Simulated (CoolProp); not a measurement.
A single-stage vapour-compression cycle with carbonyl sulfide: evaporating at 217.15 K (dew point), condensing at 262.15 K (bubble point), superheat 5 K, subcooling 5 K, compressor efficiency 0.6, no pressure losses. Each further row changes one setting.

Values from CoolProp's reference Helmholtz-energy equation of state, Lemmon 2006. It is a short technical equation, of lower accuracy than the large ones.

| case | cooling COP | pressure ratio | discharge temperature (K) | refrigerating effect (kJ/kg) | volumetric capacity (kJ/m³) |
|---|---|---|---|---|---|
| as stated | 2.45 | 6.03 | 382.7 | 268 | 683 |
| evaporating temperature 222.15 K | ? | 4.74 | 366.0 | 270 | 860 |
| condensing temperature 257.15 K | ? | 5.11 | 366.5 | 274 | 698 |
| subcooling 10 K | 2.51 | 6.03 | 382.7 | 274 | 698 |
| superheat 15 K | ? | 6.03 | 397.3 | 274 | 667 |
| compressor efficiency 0.5 | ? | 6.03 | 410.7 | 268 | 683 |

Complete the blanks.


- evaporating temperature 222.15 K, cooling COP: 2.89
- condensing temperature 257.15 K, cooling COP: 2.81
- superheat 15 K, cooling COP: 2.40
- compressor efficiency 0.5, cooling COP: 2.04
